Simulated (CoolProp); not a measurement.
Vapour-liquid equilibrium of cyclohexane (1) + m-xylene (2) at 10.2 bar; x and y are mole fractions of (1).

The numbers come from the multi-fluid Helmholtz-energy mixture model, Zhou 2014 and Zhou 2012; pair parameters Bell 2016 in CoolProp.

```csv
x,bubble temperature (°C),y at the bubble point,dew temperature at overall composition x (°C),liquid density (mol/L)
0.05,246.4,0.113,249.6,5.941
0.15,235.8,0.304,244.4,6.100
0.25,(withheld),0.457,(withheld),6.247
0.35,218.2,0.577,233.1,(withheld)
0.45,211.1,0.674,226.9,6.506
0.55,204.8,0.753,220.1,(withheld)
0.65,(withheld),0.819,(withheld),6.740
0.75,194.2,0.877,205.0,6.853
0.85,189.5,0.929,196.5,6.967
0.95,185.2,0.977,187.6,(withheld)
```

Task: Some entries are withheld; supply them.

Result: 
- 0.25, bubble temperature (°C): 226.4
- 0.25, dew temperature at overall composition x (°C): 238.9
- 0.35, liquid density (mol/L): 6.381
- 0.55, liquid density (mol/L): 6.625
- 0.65, bubble temperature (°C): 199.2
- 0.65, dew temperature at overall composition x (°C): 212.9
- 0.95, liquid density (mol/L): 7.085

No azeotrope shows between x = 0.05 and 0.95.

Pair parameters are fitted to limited data, so mixtures are less certain than the pure fluids.
